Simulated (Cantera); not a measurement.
**Catalytic stagnation flow on Pt**

A jet of CH₄ : O₂ : N₂ = 0.024 : 0.077 : 0.79 (molar parts), equivalence ratio 0.62 at 300 K and 0.230 bar hits a platinum plate 3.2 cm away at a mass flux of 0.065 kg/m²/s; the plate temperature is set and raised in steps from an oxygen-covered start.

Detailed kinetics in Cantera: Deutschmann's 1995 Pt surface mechanism with GRI-Mech 3.0 gas chemistry. Catalytic surfaces can have several steady states; this one follows from the mechanism file's or the stated starting coverage.

```tsv
plate T (K)	wall x CH₄	wall x O₂	wall x H₂O	wall x OH	wall x CO	wall x CO₂	θ free Pt	θ O*	θ OH*
850	0.0203	0.0723	0.0124	<1e-8	5.15e-6	0.00808	0.122	0.877	0.00146
900	0.0148	0.0606	0.0228	2.08e-8	5.40e-6	0.0149	0.185	0.813	0.00187
950	0.00999	0.0505	0.0316	6.34e-8	5.13e-6	0.0207	0.257	0.741	0.00202
1000	0.00683	0.0438	0.0373	1.68e-7	4.79e-6	0.0245	0.331	0.667	0.00196
1050	0.00489	0.0398	0.0408	3.99e-7	4.59e-6	0.0268	0.403	0.595	0.00181
1100	0.00367	0.0372	0.0430	8.57e-7	4.56e-6	0.0283	0.473	0.525	0.00162
1150	0.00288	0.0356	0.0443	1.70e-6	4.70e-6	0.0292	0.539	0.459	0.00143
```
x: mole fraction at the wall; θ: surface coverage.
